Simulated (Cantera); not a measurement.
Feed: 1 mol BF₃, 2.6 mol O₂, 0.98 mol H₂, at 1873 K.

These are equilibrium values from Cantera (NASA tables, ideal gas, pure condensed phases), not measurements of a reactor. Candidate condensed phases: B, B₂O₃, B₃O₃H₃, H₂O; 43 gas species. The numbers say what is thermodynamically allowed, not how fast it happens.

**Question.** At 0.278 Torr, list the 7 most abundant gas species with their mole fractions, and the condensed phases.

**Answer.** O₂ 0.410, HF 0.383, BOF 0.192, O 0.00787, BF₃ 0.00428, F 0.00144, OH 0.000656. Condensed: gas only.
